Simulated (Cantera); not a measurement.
What does this Cantera script print?

```python
import numpy as np
import cantera as ct

gas_names = """
    NO O3
""".split()
cond_names = """
    V2O4(I) V2O4(II) V2O4(L) VN(s)
""".split()


# ... load() reads the species with a 1 bar reference pressure and builds the phases ...
species = {s.name: s for s in load("nasa_gas.yaml", gas_names) + load("nasa_condensed.yaml", cond_names)}
# Each term lists the table entries of one substance; the one whose range holds T is used.
reactions = {
    '2 NO(g) + V2O4 = 2 VN + 2 O3(g)':
        [(-2, ['NO']), (-1, ['V2O4(I)', 'V2O4(II)', 'V2O4(L)']), (2, ['VN(s)']), (2, ['O3'])],
}


def pick(names, T):
    return next(species[n] for n in names if species[n].thermo.min_temp <= T <= species[n].thermo.max_temp)


results = []
for label, terms in reactions.items():
    print(label)
    print("     T/K   dH/kJ  dS/(J/K)   dG/kJ   log10 K")
    for T in [300, 598, 698, 798, 898, 998, 1098, 1198, 1298, 1398]:
        used = [(nu, pick(names, T)) for nu, names in terms]
        dH = sum(nu * s.thermo.h(T) for nu, s in used) / 1e6
        dS = sum(nu * s.thermo.s(T) for nu, s in used) / 1e3
        dG = dH - T * dS / 1e3
        logK = -dG * 1e6 / (ct.gas_constant * T * np.log(10))
        results.append((label, T, dH, dS, dG, logK, [s.name for _, s in used]))
        print(f"{T:8g} {dH:8.1f} {dS:8.1f} {dG:8.1f} {logK:8.2f}")
```

Output:

```
2 NO(g) + V2O4 = 2 VN + 2 O3(g)
     T/K   dH/kJ  dS/(J/K)   dG/kJ   log10 K
     300   1093.9     27.4   1085.7  -189.03
     598   1079.4    -12.1   1086.6   -94.92
     698   1078.1    -14.1   1088.0   -81.42
     798   1077.0    -15.6   1089.4   -71.31
     898   1076.0    -16.8   1091.1   -63.46
     998   1075.0    -17.9   1092.8   -57.20
    1098   1074.0    -18.8   1094.6   -52.07
    1198   1072.8    -19.8   1096.6   -47.81
    1298   1071.7    -20.7   1098.6   -44.21
    1398   1070.7    -21.5   1100.7   -41.13
```

Cantera with NASA thermochemical tables; ideal gases at 1 bar, condensed phases pure. VN: taken at fixed stoichiometry. Condensed species are held in their standard states even where they would react or evaporate.
